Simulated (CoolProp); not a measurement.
Decamethyltetrasiloxane (MD2M) along the isotherm 600 K: fugacity coefficient from the reference equation and from simpler models built on Tc = 599.4 K, pc = 1.144 MPa, ω = 0.635; each cubic takes its own stable root.

Model: reference Helmholtz-energy equation of state, Thol 2017, in CoolProp.

```
p (MPa)          phase  reference
-------  -------------  ---------
0.715              gas     0.8046
1.43     supercritical     0.5678
2.15     supercritical     0.4167
2.86     supercritical     0.3429
3.58     supercritical     0.2992
4.29     supercritical     0.2718
5.01     supercritical     0.2531
5.72     supercritical     0.2405
6.44     supercritical     0.2316
7.15     supercritical     0.2257
7.87     supercritical     0.2220
8.58     supercritical     0.2199
9.3      supercritical     0.2192
10       supercritical     0.2196
10.7     supercritical     0.2210
11.4     supercritical     0.2232
```

**Question.** How far does each simpler model (Redlich-Kwong, Soave-Redlich-Kwong) lie from the reference over these 16 states: mean and median of the absolute difference, and the worst?

**Answer.** 
- Redlich-Kwong: mean 7.1 %, median 8.0 %, worst +11.9 % at 600 K and 11.4 MPa
- Soave-Redlich-Kwong: mean 7.3 %, median 8.2 %, worst +12.2 % at 600 K and 11.4 MPa
